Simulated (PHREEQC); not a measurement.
Solution (25 °C): 1.6 mmol/kgw HF, 0.00089 mmol/kgw NaF and 0.63 mmol/kgw (NH4)2SiF6. Closed to the air; pH follows from the charge balance.

Equilibrium calculation in PHREEQC: ion-association model, wateq4f.dat.

This is a speciation only: nothing precipitates in the calculation.

Task: Predict the pH.

Result: pH 3.08.

Task: In which forms is Si present?

Result: SiF6-2 70 %, H4SiO4 30 % of the Si.

Examples of supersaturated solids here: Quartz (slow to form). Others may be too. SiF6-2 is the database's only silicon fluoride.
